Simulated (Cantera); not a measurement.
What does this Cantera script print?

```python
import numpy as np
import cantera as ct

gas = ct.Solution("gri30.yaml")
gas.TPX = 1125, 2400000, {'CH4': 1, 'O2': 2.04, 'N2': 7.67, 'C2H6': 0.15}
reactor = ct.IdealGasConstPressureReactor(gas, energy="on", clone=False)
net = ct.ReactorNet([reactor])
net.rtol, net.atol = 1e-08, 1e-16
show = ['CH4', 'O2', 'C2H', 'HCO', 'CO2', 'HO2']
times = np.geomspace(2e-06, 2, 16)

steps = ct.SolutionArray(gas, extra=["t"])
rows = []
print(f"{'t/s':>10s}{'T/K':>9s}{'P/Pa':>11s}" + "".join(f"{s:>11s}" for s in show))
for t in times:
    while net.time < t:
        t_next = net.step()
        steps.append(gas.state, t=t_next)
    rows.append([np.interp(t, steps.t, y) for y in (steps.T, steps.P, *steps(*show).X.T)])
    print(f"{t:10.3e}{rows[-1][0]:9.1f}{rows[-1][1]:11.4g}" + "".join(f"{x:11.3e}" for x in rows[-1][2:]))
rate = np.gradient(steps.T, steps.t)
print("integrator steps:", len(steps.t))
if steps.T.max() > steps.T[0] + 200:
    print(f"time of steepest temperature rise: {steps.t[rate.argmax()]:.4e} s")
gas.TPX = 1125, 2400000, {'CH4': 1, 'O2': 2.04, 'N2': 7.67, 'C2H6': 0.15}
gas.equilibrate("HP")
print(f"equilibrium (HP): T = {gas.T:.1f} K  " + "  ".join(f"{s} {gas[s].X[0]:.3e}" for s in show))
```

It prints:

```
       t/s      T/K       P/Pa        CH4         O2        C2H        HCO        CO2        HO2
 2.000e-06   1125.0    2.4e+06  9.208e-02  1.878e-01  1.405e-31  3.600e-17  1.313e-16  9.090e-09
 5.024e-06   1125.0    2.4e+06  9.208e-02  1.878e-01  7.358e-30  2.222e-16  1.922e-15  2.554e-08
 1.262e-05   1125.0    2.4e+06  9.208e-02  1.878e-01  3.970e-28  1.332e-15  2.541e-14  7.871e-08
 3.170e-05   1125.0    2.4e+06  9.208e-02  1.878e-01  2.161e-26  7.673e-15  2.839e-13  2.609e-07
 7.962e-05   1125.0    2.4e+06  9.208e-02  1.878e-01  1.586e-24  4.810e-14  3.172e-12  8.763e-07
 2.000e-04   1125.0    2.4e+06  9.208e-02  1.878e-01  4.117e-22  6.571e-13  8.042e-11  3.453e-06
 5.024e-04   1125.7    2.4e+06  9.198e-02  1.877e-01  1.517e-18  6.473e-11  1.228e-08  1.769e-05
 1.262e-03   2733.5    2.4e+06  5.560e-12  4.863e-04  5.899e-17  3.230e-07  5.505e-02  7.851e-07
 3.170e-03   2725.7    2.4e+06  6.116e-12  4.388e-04  6.099e-17  3.224e-07  5.454e-02  7.141e-07
 7.962e-03   2725.7    2.4e+06  6.116e-12  4.388e-04  6.099e-17  3.224e-07  5.454e-02  7.141e-07
 2.000e-02   2725.7    2.4e+06  6.116e-12  4.388e-04  6.099e-17  3.224e-07  5.454e-02  7.141e-07
 5.024e-02   2725.7    2.4e+06  6.116e-12  4.388e-04  6.099e-17  3.224e-07  5.454e-02  7.141e-07
 1.262e-01   2725.7    2.4e+06  6.116e-12  4.388e-04  6.099e-17  3.224e-07  5.454e-02  7.141e-07
 3.170e-01   2725.7    2.4e+06  6.116e-12  4.388e-04  6.099e-17  3.224e-07  5.454e-02  7.141e-07
 7.962e-01   2725.7    2.4e+06  6.116e-12  4.388e-04  6.099e-17  3.224e-07  5.454e-02  7.141e-07
 2.000e+00   2725.7    2.4e+06  6.116e-12  4.388e-04  6.099e-17  3.224e-07  5.454e-02  7.141e-07
integrator steps: 2249
time of steepest temperature rise: 1.2317e-03 s
equilibrium (HP): T = 2725.7 K  CH4 6.989e-12  O2 4.388e-04  C2H 6.581e-17  HCO 3.224e-07  CO2 5.454e-02  HO2 7.141e-07
```

Model: GRI-Mech 3.0 (53 species, 325 reactions), integrated in Cantera. The pressure lies above the range GRI-Mech 3.0 was tuned for (to about 10 atm).
